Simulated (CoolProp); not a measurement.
A single-stage vapour-compression cycle with R365MFC: evaporating at 265.15 K (dew point), condensing at 323.15 K (bubble point), superheat 8 K, subcooling 2 K, compressor efficiency 0.7, no pressure losses. Each further row changes one setting.

Values from CoolProp's reference Helmholtz-energy equation of state, Lemmon 2016.

```
case                              cooling COP  pressure ratio  discharge temperature (K)  refrigerating effect (kJ/kg)  volumetric capacity (kJ/m³)
--------------------------------  -----------  --------------  -------------------------  ----------------------------  ---------------------------
as stated                                2.49            11.7                      333.0                           140                          113
evaporating temperature 270.15 K         2.86            8.98                      332.1                           145                          149
condensing temperature 318.15 K          2.82            9.85                      328.7                           148                          118
subcooling 7 K                           2.62            11.7                      333.0                           148                          118
superheat 18 K                           2.56            11.7                      343.8                           150                          116
compressor efficiency 0.6                2.14            11.7                      341.7                           140                          113
```
